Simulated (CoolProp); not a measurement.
Saturated liquid density (kg/m³) of propyne: the reference equation beside estimates from Tc = 402.7 K, pc = 5.658 MPa, ω = 0.204.

Values from CoolProp's reference Helmholtz-energy equation of state, Polt 1992. This equation is an older, rougher fit; its heat capacities, sound speeds and derivatives of the liquid may be far off and weren't checked against measurements.

```
T (K)  reference  van der Waals  Redlich-Kwong
-----  ---------  -------------  -------------
290.2      624.2          379.3          547.5
293.1      619.6          376.7          543.0
296        614.9          374.1          538.4
298.9      610.2          371.5          533.7
301.9      605.3          368.8          528.8
304.8      600.5          366.1          523.9
307.7      595.7          363.3          519.0
310.6      590.9          360.5          513.9
313.5      586.0          357.7          508.8
316.4      581.1          354.8          503.6
319.4      575.9          351.7          498.1
322.3      570.8          348.7          492.7
```

Absolute difference from the reference over all 12 rows, mean and median: van der Waals 39.0 and 39.0 %, Redlich-Kwong 12.9 and 12.8 %.
